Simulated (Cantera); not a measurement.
Input: 1 mol Si, 1.7 mol HF, 30 mol H₂.

These are equilibrium values from Cantera (NASA tables, ideal gas, pure condensed phases), not measurements of a reactor. Candidate condensed phases: Si; 25 gas species. The tables' values for SiF₂, SiF₃ are old estimates. Equilibrium is a limit: real reactors are often held back by kinetics, nucleation or transport.

Stable condensed phases, one row left out:

```
T in °C \ P in Pa
              1    3.2     10     32    100    320   1000   3200  10000  32000 100000
   1425       A      A      B      B      B      B      B      B      B      B      B
   1325       A      B      B      B      B      B      B      B      B      B      B
   1125       B      B      B      B      B      B      B      B      B      B      B
   1025       B      B      B      B      B      B      B      B      B      B      B
    925       B      B      B      B      B      B      B      B      B      B      B
    825       B      B      B      B      B      B      B      B      B      B      B
    725       B      B      B      B      B      B      B      B      B      B      B
    625       B      B      B      B      B      B      B      B      B      B      B
    525       B      B      B      B      B      B      B      B      B      B      B
    425       B      B      B      B      B      B      B      B      B      B      B
    325       B      B      B      B      B      B      B      B      B      B      B
    225       B      B      B      B      B      B      B      B      B      B      B
```

A: gas only; B: Si.

Give the row for 1225 °C.

1: Si; 3.2: Si; 10: Si; 32: Si; 100: Si; 320: Si; 1000: Si; 3200: Si; 10000: Si; 32000: Si; 100000: Si.
